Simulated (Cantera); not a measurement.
Input (Python, Cantera):

```python
import numpy as np
import cantera as ct

gas = ct.Solution("gri30.yaml")


def delay(T, t_max=10):
    gas.TPX = T, 100000, {'CH3OH': 1, 'O2': 2.31, 'N2': 14.8}
    reactor = ct.IdealGasReactor(gas, clone=False)
    net = ct.ReactorNet([reactor])
    net.rtol, net.atol = 1e-8, 1e-16
    while net.time < t_max:
        t_old, T_old = net.time, reactor.T
        net.step()
        if reactor.T > T + 400:  # ignition: a rise of 400 K
            return t_old + (T + 400 - T_old) / (reactor.T - T_old) * (net.time - t_old)
    return np.nan


taus = []
for T in [1248, 1348, 1448, 1548, 1648, 1748, 1848, 1948, 2048, 2148]:
    taus.append(delay(T))
    print(f"T0 = {T:6g} K   tau = {taus[-1]:.4e} s")
```

Output:

```
T0 =   1248 K   tau = 5.6063e-03 s
T0 =   1348 K   tau = 1.4509e-03 s
T0 =   1448 K   tau = 4.8045e-04 s
T0 =   1548 K   tau = 1.9378e-04 s
T0 =   1648 K   tau = 9.0581e-05 s
T0 =   1748 K   tau = 4.7440e-05 s
T0 =   1848 K   tau = 3.0178e-05 s
T0 =   1948 K   tau = 2.3017e-05 s
T0 =   2048 K   tau = 2.1334e-05 s
T0 =   2148 K   tau = 2.3429e-05 s
```

Computed with Cantera and GRI-Mech 3.0 (53 species, 325 reactions). GRI-Mech 3.0 was tuned for natural gas; its chemistry of methanol as a main component is partial and can be far from experiment. Where the delays flatten at high temperature, the 400 K rule measures the pace of heat release, not the induction time.
